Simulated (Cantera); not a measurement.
## H2O + SO2 (abatement and gas-phase synthesis)

Charge: 1 mol H2O, a varied amount of SO2, at 2850 K and 27.0 mbar.

Equilibrium computed with Cantera from the NASA thermochemical tables; the gas is ideal and each condensed phase is pure. Candidate condensed phases: H2O, H2SO4, S; 19 gas species. The numbers say what is thermodynamically allowed, not how fast it happens.

| n(SO2) (mol) | x H2O | x H | x H2 | x OH | x O | x O2 | x SO2 | x SO |
|---|---|---|---|---|---|---|---|---|
| 0.023 | 0.279 | 0.245 | 0.171 | 0.117 | 0.105 | 0.0686 | 0.00759 | 0.00582 |
| 0.033 | 0.276 | 0.243 | 0.169 | 0.117 | 0.105 | 0.0689 | 0.0108 | 0.00827 |
| 0.042 | 0.274 | 0.242 | 0.167 | 0.117 | 0.105 | 0.0692 | 0.0136 | 0.0104 |
| 0.052 | 0.271 | 0.240 | 0.165 | 0.116 | 0.106 | 0.0695 | 0.0168 | 0.0128 |
| 0.062 | 0.269 | 0.239 | 0.163 | 0.116 | 0.106 | 0.0698 | 0.0198 | 0.0151 |
| 0.072 | 0.266 | 0.238 | 0.161 | 0.115 | 0.106 | 0.0701 | 0.0229 | 0.0174 |
| 0.082 | 0.264 | 0.236 | 0.159 | 0.115 | 0.106 | 0.0704 | 0.0258 | 0.0196 |
| 0.092 | 0.261 | 0.235 | 0.158 | 0.114 | 0.107 | 0.0706 | 0.0288 | 0.0218 |
| 0.1 | 0.259 | 0.234 | 0.156 | 0.114 | 0.107 | 0.0709 | 0.0311 | 0.0235 |
| 0.11 | 0.257 | 0.233 | 0.154 | 0.114 | 0.107 | 0.0711 | 0.0340 | 0.0256 |
| 0.12 | 0.255 | 0.231 | 0.153 | 0.113 | 0.107 | 0.0714 | 0.0368 | 0.0277 |
| 0.13 | 0.252 | 0.230 | 0.151 | 0.113 | 0.107 | 0.0716 | 0.0395 | 0.0297 |
| 0.14 | 0.250 | 0.229 | 0.149 | 0.112 | 0.108 | 0.0719 | 0.0423 | 0.0317 |
x: gas mole fraction; nothing condenses.

From 0.023 mol SO2 to 0.14 mol SO2 nothing is condensed.
